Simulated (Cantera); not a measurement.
A perfectly stirred reactor is fed with H2 : O2 : N2 = 0.73 : 1 : 1.9 (molar parts), equivalence ratio 0.36, at 0.434 atm; it is held at 1073 K, and followed from long to short residence time.

Detailed kinetics in Cantera: GRI-Mech 3.0 (53 species, 325 reactions). The temperature is held fixed by assumption; the heat of reaction is taken as removed at once.

x: mole fraction; the columns are a selection and need not sum to one.

```json
[
 {"τ (s)": "18", "x H2": "0.000125", "x O2": "0.195", "x HO2": "4.36e-6", "x H": "8.47e-8", "x NO": "2.63e-8"},
 {"τ (s)": "6.0", "x H2": "0.000268", "x O2": "0.195", "x HO2": "8.54e-6", "x H": "2.54e-7", "x NO": "2.39e-8"},
 {"τ (s)": "2.0", "x H2": "0.000551", "x O2": "0.195", "x HO2": "1.55e-5", "x H": "7.58e-7", "x NO": "2.04e-8"},
 {"τ (s)": "0.67", "x H2": "0.00107", "x O2": "0.195", "x HO2": "2.56e-5", "x H": "2.24e-6", "x NO": "1.70e-8"},
 {"τ (s)": "0.23", "x H2": "[?]", "x O2": "0.195", "x HO2": "[?]", "x H": "[?]", "x NO": "[?]"},
 {"τ (s)": "0.076", "x H2": "0.00331", "x O2": "0.196", "x HO2": "5.40e-5", "x H": "1.94e-5", "x NO": "1.89e-8"},
 {"τ (s)": "0.026", "x H2": "0.00547", "x O2": "0.196", "x HO2": "7.09e-5", "x H": "5.60e-5", "x NO": "3.00e-8"},
 {"τ (s)": "0.0086", "x H2": "0.00908", "x O2": "0.198", "x HO2": "8.88e-5", "x H": "0.000166", "x NO": "5.55e-8"},
 {"τ (s)": "0.0029", "x H2": "0.0149", "x O2": "0.200", "x HO2": "0.000105", "x H": "0.000480", "x NO": "1.03e-7"},
 {"τ (s)": "0.00097", "x H2": "0.0244", "x O2": "0.203", "x HO2": "0.000118", "x H": "0.00137", "x NO": "1.82e-7"},
 {"τ (s)": "0.00032", "x H2": "[?]", "x O2": "0.209", "x HO2": "0.000124", "x H": "[?]", "x NO": "[?]"}
]
```

**Question.** Some entries are withheld; supply them.

**Answer.** 
- 0.23, x H2: 0.00191
- 0.23, x HO2: 3.83e-5
- 0.23, x H: 6.46e-6
- 0.23, x NO: 1.56e-8
- 0.00032, x H2: 0.0402
- 0.00032, x H: 0.00377
- 0.00032, x NO: 2.98e-7
